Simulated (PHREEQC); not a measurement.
# Brine: an equilibrium model

Make-up at 25 °C: 5 mol/kgw NaOH and 0.038 mol/kgw Na2SO4. It is in equilibrium with CO2 at log p = 0 (atm). Otherwise closed; pH follows from the charge balance.

The numbers come from PHREEQC with the Pitzer model, pitzer.dat.

No solid was allowed to form.

### Question
Estimate the pH, activity of water.

### Answer
pH 7.72; activity of water 0.890.

### Question
In which forms is C present?

### Answer
HCO3- 93 %, CO3-2 6.3 % of the C.

Examples of supersaturated solids here: Nahcolite. Others may be too. In brines, pH and single-ion activities rest on the MacInnes convention.
